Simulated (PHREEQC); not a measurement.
# Acid rinse or clean: speciation

Solution (25 °C): 0.0031 mol/kgw HNO3, 0.0088 mol/kgw FeCl3 and 0.00011 mol/kgw CuCl2. Closed to the air; pH follows from the charge balance.

Model: ion-association model, phreeqc.dat, run in PHREEQC.

No solid was allowed to form.

Question: What pH, ionic strength does the model give?

Answer: pH 2.23; ionic strength 0.0476 mol/kgw.

Question: In which forms is Fe present?

Answer: Fe+3 43 %, FeOH+2 25 %, Fe2(OH)2+4 14 %, FeCl+2 14 %, Fe3(OH)4+5 1.5 %, Fe(OH)2+ 0.8 % of the Fe.

The solution is supersaturated, for example in Hematite (slow to form), Goethite (slow to form), so a real one may precipitate; this is no full list.
